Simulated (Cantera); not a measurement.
A Cantera script and what it prints.

```python
import numpy as np
import cantera as ct

gas_names = """
    CL CLO CL2 H HCL HOCL HO2 H2 H2O H2O2 Mg MgCL MgCL2 MgH MgO MgOH MgO2H2 Mg2 O OH O2 O3
""".split()
cond_names = """
    H2O(s) H2O(L) Mg(cr) Mg(L) MgCL2(s) MgCL2(L) MgO(s) MgO(L) MgO2H2(s)
""".split()


# ... load() reads the species with a 1 bar reference pressure and builds the phases ...
atoms = {
    'MgCl2': {'Mg': 1, 'CL': 2},
    'H2O': {'H': 2, 'O': 1},
    'H2': {'H': 2},
}
top_T = {}  # K; cautious upper limits of use, not melting points


# ... equilibrate(T, P, feed) seeds the gas with the atoms and calls Mixture.equilibrate('TP', solver="vcs", rtol=1e-11, max_steps=5000) ...
results = []
feed = {'MgCl2': 1, 'H2O': 0.095, 'H2': 170}  # mol
P = 8  # Pa
for T in [1200, 1250, 1300, 1350, 1400, 1450, 1500, 1550, 1600, 1650, 1700, 1750, 1800]:
    mix = equilibrate(T, P, feed)
    results.append((T, P, feed, dict(zip(mix.species_names, mix.species_moles))))
    x = sorted(zip(gas.X, gas.species_names), reverse=True)
    print(f"T = {T:g} K  P = {P:g} Pa  gas = {mix.phase_moles(0):.4g} mol")
    print("   x: " + "  ".join(f"{s} {v:.3e}" for v, s in x if v > 0.0001))
    print("   condensed (mol): " + ("  ".join(f"{mix.phase(i).name} {mix.phase_moles(i):.4g}"
          for i in range(1, mix.n_phases) if mix.phase_moles(i) > 1e-12) or "none"))
```

Output:

```
T = 1200 K  P = 8 Pa  gas = 171.3 mol
   x: H2 9.916e-01  MgCL2 4.300e-03  HCL 3.071e-03  Mg 9.781e-04
   condensed (mol): MgO(s) 0.09487
T = 1250 K  P = 8 Pa  gas = 171.4 mol
   x: H2 9.903e-01  HCL 4.379e-03  MgCL2 3.640e-03  Mg 1.633e-03
   condensed (mol): MgO(s) 0.09447
T = 1300 K  P = 8 Pa  gas = 171.5 mol
   x: H2 9.886e-01  HCL 5.986e-03  MgCL2 2.829e-03  Mg 2.445e-03  H 1.230e-04
   condensed (mol): MgO(s) 0.09283
T = 1350 K  P = 8 Pa  gas = 171.7 mol
   x: H2 9.867e-01  HCL 7.707e-03  Mg 3.340e-03  MgCL2 1.961e-03  H 2.647e-04
   condensed (mol): MgO(s) 0.08659
T = 1400 K  P = 8 Pa  gas = 171.9 mol
   x: H2 9.846e-01  HCL 9.233e-03  Mg 4.236e-03  MgCL2 1.190e-03  H 5.396e-04  H2O 1.813e-04
   condensed (mol): MgO(s) 0.06384
T = 1450 K  P = 8 Pa  gas = 172.1 mol
   x: H2 9.823e-01  HCL 1.030e-02  Mg 5.143e-03  H 1.048e-03  MgCL2 6.471e-04  H2O 5.520e-04
   condensed (mol): none
T = 1500 K  P = 8 Pa  gas = 172.2 mol
   x: H2 9.807e-01  HCL 1.097e-02  Mg 5.486e-03  H 1.949e-03  H2O 5.516e-04  MgCL2 3.021e-04
   condensed (mol): none
T = 1550 K  P = 8 Pa  gas = 172.4 mol
   x: H2 9.788e-01  HCL 1.129e-02  Mg 5.651e-03  H 3.484e-03  H2O 5.510e-04  MgCL2 1.351e-04
   condensed (mol): none
T = 1600 K  P = 8 Pa  gas = 172.6 mol
   x: H2 9.762e-01  HCL 1.140e-02  H 6.006e-03  Mg 5.720e-03  H2O 5.502e-04
   condensed (mol): none
T = 1650 K  P = 8 Pa  gas = 173 mol
   x: H2 9.722e-01  HCL 1.141e-02  H 1.001e-02  Mg 5.743e-03  H2O 5.490e-04
   condensed (mol): none
T = 1700 K  P = 8 Pa  gas = 173.5 mol
   x: H2 9.660e-01  H 1.619e-02  HCL 1.134e-02  Mg 5.742e-03  H2O 5.470e-04  CL 1.478e-04
   condensed (mol): none
T = 1750 K  P = 8 Pa  gas = 174.3 mol
   x: H2 9.568e-01  H 2.544e-02  HCL 1.122e-02  Mg 5.723e-03  H2O 5.440e-04  CL 2.301e-04
   condensed (mol): none
T = 1800 K  P = 8 Pa  gas = 175.5 mol
   x: H2 9.435e-01  H 3.888e-02  HCL 1.103e-02  Mg 5.688e-03  H2O 5.397e-04  CL 3.481e-04
   condensed (mol): none
```

Equilibrium computed with Cantera from the NASA thermochemical tables; the gas is ideal and each condensed phase is pure.
